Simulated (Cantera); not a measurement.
Input: 1 mol Fe(CO)5, 8.8 mol CO, 8.6 mol N2, 5.4 mol H2, equilibrated at 3.10 mbar.

Cantera equilibrium calculation (NASA polynomials, part measured and part estimated; ideal gas, pure solids and liquids). Candidate condensed phases: C, C6H6, C7H8, C8H18, Fe, Fe(CO)5, FeO, Fe(OH)2, Fe(OH)3, Fe2O3, Fe3O4, H2O; 140 gas species. Equilibrium is a limit: real reactors are often held back by kinetics, nucleation or transport.

Task: At 1200 °C, list the 6 most abundant gas species with their mole fractions, and the condensed phases.

Result: CO 0.496, N2 0.309, H2 0.194, H 0.000100, Fe 2.70e-5, HCN 1.63e-5. Condensed: Fe(γ).
